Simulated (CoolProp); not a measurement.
Vapour pressure (MPa) of ethanol: the reference equation beside estimates from Tc = 514.7 K, pc = 6.268 MPa, ω = 0.644. Clausius-Clapeyron is anchored at 356.3 K with a constant enthalpy of vaporisation of 38.78 kJ/mol.

Model: reference Helmholtz-energy equation of state, Schroeder 2014, in CoolProp.

```csv
T (K),reference,Lee-Kesler,Clausius-Clapeyron,van der Waals,Peng-Robinson
289.8,0.004794,0.004304,0.006040,0.3734,0.004829
306.5,0.01258,0.01188,0.01452,0.5212,0.01295
323.1,0.02934,0.02862,0.03172,0.7033,0.03051
339.7,0.06223,0.06190,0.06423,0.9241,0.06481
356.3,0.1218,0.1222,0.1218,1.187,0.1262
373,0.2230,0.2243,0.2188,1.496,0.2293
389.6,0.3833,0.3841,0.3727,1.851,0.3903
406.2,0.6251,0.6226,0.6079,2.256,0.6306
422.8,0.9738,0.9631,0.9542,2.712,0.9748
439.5,1.461,1.436,1.451,3.227,1.454
456.1,2.109,2.068,2.135,3.794,2.096
472.7,2.955,2.899,3.057,4.419,2.939
489.3,4.033,3.978,4.273,5.103,4.024
```

Absolute difference from the reference over all 13 rows, mean and median: Lee-Kesler 2.2 and 1.4 %, Clausius-Clapeyron 5.7 and 2.8 %, van der Waals 1381.4 and 382.9 %, Peng-Robinson 1.8 and 0.9 %.
